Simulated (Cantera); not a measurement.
Feed: 1 mol Si, 0.77 mol Cl2, 3.2 mol H2, at 100000 Pa.

Equilibrium computed with Cantera from the NASA thermochemical tables; the gas is ideal and each condensed phase is pure. Candidate condensed phases: Si; 19 gas species. The tables' values for SiCl3 are old estimates; treat these amounts as uncertain. The numbers say what is thermodynamically allowed, not how fast it happens.

x: gas mole fraction; n: condensed amount in mol.

| T (K) | x H2 | x HCl | x SiCl4 | x SiHCl3 | x SiCl2 | x SiCl3 | n Si(s) |
|---|---|---|---|---|---|---|---|
| 1075 | 0.866 | 0.0186 | 0.0699 | 0.0405 | 0.000778 | 0.00185 | 0.587 |
| 1100 | 0.863 | 0.0221 | 0.0689 | 0.0397 | 0.00115 | 0.00239 | 0.590 |
| 1125 | 0.860 | 0.0260 | 0.0676 | 0.0388 | 0.00167 | 0.00303 | 0.593 |
| 1150 | 0.857 | ___ | 0.0661 | 0.0378 | ___ | 0.00379 | 0.596 |
| 1175 | 0.853 | 0.0352 | 0.0644 | 0.0368 | 0.00332 | 0.00468 | 0.598 |
| 1200 | 0.849 | 0.0405 | 0.0623 | 0.0356 | 0.00455 | 0.00569 | 0.601 |
| 1225 | 0.844 | 0.0461 | 0.0600 | 0.0343 | 0.00614 | 0.00682 | 0.604 |
| 1250 | 0.839 | 0.0521 | 0.0573 | 0.0328 | 0.00814 | 0.00807 | 0.606 |
| 1275 | 0.833 | 0.0585 | 0.0543 | 0.0312 | 0.0106 | 0.00942 | 0.607 |
| 1300 | 0.827 | ___ | 0.0510 | 0.0295 | ___ | 0.0108 | 0.608 |
| 1325 | 0.821 | 0.0719 | 0.0474 | 0.0277 | 0.0172 | 0.0123 | 0.608 |

Problem. Fill in the missing entries.

Solution. 
- 1300, x HCl: 0.0651
- 1300, x SiCl2: 0.0136
- 1150, x HCl: 0.0304
- 1150, x SiCl2: 0.00238
